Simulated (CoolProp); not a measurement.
Properties of hydrogen sulfide at several states (Tc = 373.1 K, pc = 89.99 bar, ω = 0.101).

The numbers come from the reference Helmholtz-energy equation of state, Lemmon 2006 in CoolProp. It is a short technical equation, of lower accuracy than the large ones.

```
T (K)  p (bar)          phase  density (kg/m³)  cv (kJ/(kg K))  isothermal compressibility (1/MPa)  expansivity (1/kK)  viscosity (µPa s)
-----  -------  -------------  ---------------  --------------  ----------------------------------  ------------------  -----------------
706.1    0.325            gas           0.1887          0.9577                               30.77               1.417               27.6
449.1     92.2  supercritical            106.0          0.9182                              0.1396               4.746               20.2
416.6     26.2            gas            27.75          0.8396                              0.4123               3.052               17.1
```

Viscosity comes from a separate model (Quiñones-Cisneros 2012).
